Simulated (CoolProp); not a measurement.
Vapour-liquid equilibrium of carbon dioxide (1) + R152A (2) at 801 kPa; x and y are mole fractions of (1).

Computed with CoolProp (multi-fluid Helmholtz-energy mixture model, Span 1996 and Outcalt 1996; pair parameters Bell 2016).

```tsv
x	bubble temperature (°C)	y at the bubble point	dew temperature at overall composition x (°C)	liquid density (mol/L)
0.05	24.1	0.277	33.4	13.88
0.125	9.7	0.556	30.5	14.82
0.2	-1.5	0.715	27.4	15.70
0.275	-10.2	0.809	24.2	16.53
0.35	-17.1	0.866	20.7	17.34
0.425	-22.6	0.904	17.0	18.16
0.5	-27.2	0.930	13.0	18.99
0.575	-31.1	0.949	8.5	19.86
0.65	-34.4	0.963	3.5	20.77
0.725	-37.4	0.974	-2.3	21.73
0.8	-40.0	0.983	-9.3	22.75
0.875	-42.4	0.990	-18.3	23.85
0.95	-44.6	0.996	-31.3	25.04
```

No azeotrope shows between x = 0.05 and 0.95.

Pair parameters are fitted to limited data, so mixtures are less certain than the pure fluids.
